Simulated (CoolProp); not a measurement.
A closed Brayton cycle with dry air: compressor inlet 322.15 K and 6.2 MPa, high pressure 17.5 MPa, turbine inlet 880 K, compressor efficiency 0.85, turbine efficiency 0.85, recuperator effectiveness 0.8 (on enthalpy, no pinch check). Each further row changes one setting.

Model: reference Helmholtz-energy equation of state, Lemmon 2000, in CoolProp. It is a pseudo-pure fit of the blend.

```tsv
case	thermal efficiency (%)	net work (kJ/kg)	compressor to turbine work	compressor exit (K)	turbine exit (K)
as stated	25.8	67.2	0.67	454.1	701.9
turbine inlet 830 K	23.1	55.6	0.71	454.1	660.3
compressor inlet 332.15 K	24.4	62.7	0.69	468.0	701.9
high pressure 14.9 MPa	26.0	63.1	0.64	431.1	726.8
recuperator effectiveness 0.5	19.7	67.2	0.67	454.1	701.9
```
